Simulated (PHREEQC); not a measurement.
A solution holds 9 mmol/kgw H2SO4 and 22 mmol/kgw H3BO3, at 25 °C. Closed to the air; pH follows from the charge balance.

Equilibrium calculation in PHREEQC: ion-association model, phreeqc.dat.

Each row changes one thing in this solution. No solid was allowed to form.

```
case                                  pH  ionic strength (mol/kgw)  SO4-2 (mol/kgw)  HSO4- (mol/kgw)  H2BO3- (mol/kgw)
----------------------------------  ----  ------------------------  ---------------  ---------------  ----------------
as made                             1.91                    0.0189          0.00496          0.00404           1.17e-9
diluted 10-fold with water          2.79                         …         0.000794         0.000106          8.31e-10
0.0097 mol/kgw NH3 added            2.27                    0.0217          0.00636          0.00220           2.72e-9
H2SO4 from 0.009 to 0.018 mol/kgw   1.65                    0.0335          0.00773           0.0103          6.75e-10
H2SO4 from 0.009 to 0.0099 mol/kgw  1.87                    0.0205                …          0.00462           1.08e-9
```

Some entries are withheld; supply them.


- diluted 10-fold with water, ionic strength (mol/kgw): 0.00249
- H2SO4 from 0.009 to 0.0099 mol/kgw, SO4-2 (mol/kgw): 0.00528

Species that the database lacks are ignored.
